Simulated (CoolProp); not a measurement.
Vapour-liquid equilibrium of CHF3 (R23) (1) + R134a (2) at -30.85 °C; x and y are mole fractions of (1).

The numbers come from the multi-fluid Helmholtz-energy mixture model, Penoncello 2003 and Tillner-Roth 1994; pair parameters Bell 2016 in CoolProp.

```
x      bubble pressure, mixture model (kPa)  bubble pressure, Raoult's law (kPa)  y, mixture model  y, Raoult's law
-----  ------------------------------------  -----------------------------------  ----------------  ---------------
0.05                             (withheld)                                125.9             0.347            0.389
0.125                                 178.6                                193.2             0.586            0.633
0.2                                   238.0                                260.5             0.708            0.751
0.275                                 298.6                                327.9        (withheld)            0.821
0.35                                  360.7                                395.2             0.835            0.867
0.425                            (withheld)                                462.5             0.873            0.899
0.5                                   489.8                                529.8             0.902            0.924
0.575                                 557.2                                597.2             0.924            0.942
0.65                             (withheld)                                664.5             0.943            0.957
0.725                                 697.9                                731.8             0.958            0.970
0.8                                   771.3                                799.1             0.972            0.980
0.875                                 846.9                                866.4             0.983            0.988
0.95                                  925.0                                933.8        (withheld)            0.996
```

What belongs in the gaps?


- 0.05, bubble pressure, mixture model (kPa): 119.9
- 0.275, y, mixture model: 0.784
- 0.425, bubble pressure, mixture model (kPa): 424.3
- 0.65, bubble pressure, mixture model (kPa): 626.5
- 0.95, y, mixture model: 0.994

The largest gap from Raoult's law is -8.9 % in bubble pressure, at x = 0.275. No azeotrope shows between x = 0.05 and 0.95.

Pair parameters are fitted to limited data, so mixtures are less certain than the pure fluids.
